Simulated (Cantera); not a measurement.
Feed: 1 mol C2H5OH, 0.17 mol CO2, a varied amount of N2, at 350 °C and 0.133 bar.

These are equilibrium values from Cantera (NASA tables, ideal gas, pure condensed phases), not measurements of a reactor. Candidate condensed phases: C, C6H6, C7H8, C8H18, H2O; 136 gas species. Rates play no part.

What share of the C ends up in condensed phases as a function of n(N2) (mol), at 1.9, 8.9, 16, 23, 30, 37, 44?


```csv
n(N2) (mol),C condensed (%),as
1.9,59.2,C(graphite)
8.9,64.0,C(graphite)
16,66.6,C(graphite)
23,68.3,C(graphite)
30,69.5,C(graphite)
37,70.4,C(graphite)
44,71.1,C(graphite)
```
